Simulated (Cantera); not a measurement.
Cantera run:

```python
import numpy as np
import cantera as ct

gas_names = """
    Cr CrN CrO CrO2 CrO3 N NO NO2 NO3 N2 N2O O O2 O3
""".split()
cond_names = """
    Cr(cr) Cr(L) CrN(s) Cr2N(s) Cr2O3(s) Cr2O3(L)
""".split()


# ... load() reads the species with a 1 bar reference pressure and builds the phases ...
atoms = {
    'Cr': {'Cr': 1},
    'O2': {'O': 2},
    'N2': {'N': 2},
}
top_T = {'CrN(s)': 1900, 'Cr2N(s)': 1900}  # K; cautious upper limits of use, not melting points


# ... equilibrate(T, P, feed) seeds the gas with the atoms and calls Mixture.equilibrate('TP', solver="vcs", rtol=1e-11, max_steps=5000) ...
results = []
feed = {'Cr': 1, 'O2': 0.16, 'N2': 6.9}  # mol
P = 1.7  # Pa
for T in [1500, 1550, 1600, 1650, 1700, 1750, 1800, 1850]:
    mix = equilibrate(T, P, feed)
    results.append((T, P, feed, dict(zip(mix.species_names, mix.species_moles))))

top = {s: max(r[3][s] / sum(r[3][g] for g in gas_names) for r in results) for s in gas_names}
cols = sorted((s for s in top if top[s] > 0.0001), key=lambda s: -top[s])[:7]
seen = [c for c in cond_names if any(r[3].get(c, 0) > 1e-12 for r in results)]
print("log10 of partial pressures in bar; condensed amounts in mol")
print(f"{'T/K':>10s}" + "".join(f"{s[:9]:>10s}" for s in cols + seen))
for T, P, feed, n in results:
    ng = sum(n[g] for g in gas_names)
    print(f"{T:10.4g}" + "".join(f"{np.log10(max(n[s] / ng * P / 1e5, 1e-99)):10.3f}" for s in cols)
          + "".join(f"{n.get(c, 0):10.4g}" for c in seen))
```

Output:

```
log10 of partial pressures in bar; condensed amounts in mol
       T/K        N2        Cr       CrO      CrO2         O    Cr(cr)  Cr2O3(s)
      1500    -4.784    -6.250    -9.660   -12.909   -14.022    0.5505    0.1066
      1550    -4.810    -5.818    -9.046   -12.170   -13.316    0.1087    0.1065
      1600    -4.816    -5.760    -8.587   -11.362   -12.424         0    0.1063
      1650    -4.817    -5.760    -8.174   -10.587   -11.549         0    0.1056
      1700    -4.817    -5.761    -7.787    -9.858   -10.726         0    0.1042
      1750    -4.817    -5.763    -7.422    -9.171    -9.950         0    0.1007
      1800    -4.818    -5.768    -7.080    -8.523    -9.215         0   0.09305
      1850    -4.820    -5.776    -6.758    -7.910    -8.518         0   0.07574
```

These are equilibrium values from Cantera (NASA tables, ideal gas, pure condensed phases), not measurements of a reactor. Mutual solubility and eutectic melting of coexisting phases are not modelled.
